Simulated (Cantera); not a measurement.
An isothermal, constant-pressure homogeneous reactor starts with NO : N2 = 1 : 0.55 (molar parts), at 1725 K and 0.133 bar. Integrator tolerance rtol = 1e-08.

Cantera simulation using GRI-Mech 3.0 (53 species, 325 reactions); the numbers are that mechanism's predictions, not measurements.

Q: What does this change do: NO 1 to 8.4 parts?

A: 
```tsv
quantity	before	after
x(NO) at 5.00 s	0.582 (gas-phase equilibrium 0.00366)	0.812 (gas-phase equilibrium 0.00391)
x(N2O) at 5.00 s	0.000123 (gas-phase equilibrium 7.20e-8)	0.000234 (gas-phase equilibrium 6.80e-8)
x(O2) at 5.00 s	0.0313 (gas-phase equilibrium 0.321)	0.0629 (gas-phase equilibrium 0.467)
x(NO2) at 5.00 s	0.000249 (gas-phase equilibrium 4.87e-6)	0.000481 (gas-phase equilibrium 6.28e-6)
x(O) at 5.00 s	3.25e-5 (gas-phase equilibrium 9.06e-5)	4.48e-5 (gas-phase equilibrium 0.000109)
x(N2) at 5.00 s	0.386 (gas-phase equilibrium 0.676)	0.125 (gas-phase equilibrium 0.529)
```

Q: What does this change do: pressure from 0.133 bar to 0.210 bar?

A: 
| quantity | before | after |
|---|---|---|
| x(NO) at 5.00 s | 0.582 (gas-phase equilibrium 0.00366) | 0.551 (gas-phase equilibrium 0.00366) |
| x(N2O) at 5.00 s | 0.000123 (gas-phase equilibrium 7.20e-8) | 0.000112 (gas-phase equilibrium 9.04e-8) |
| x(O2) at 5.00 s | 0.0313 (gas-phase equilibrium 0.321) | 0.0465 (gas-phase equilibrium 0.321) |
| x(NO2) at 5.00 s | 0.000249 (gas-phase equilibrium 4.87e-6) | 0.000358 (gas-phase equilibrium 6.12e-6) |
| x(O) at 5.00 s | 3.25e-5 (gas-phase equilibrium 9.06e-5) | 3.01e-5 (gas-phase equilibrium 7.22e-5) |
| x(N2) at 5.00 s | 0.386 (gas-phase equilibrium 0.676) | 0.402 (gas-phase equilibrium 0.676) |
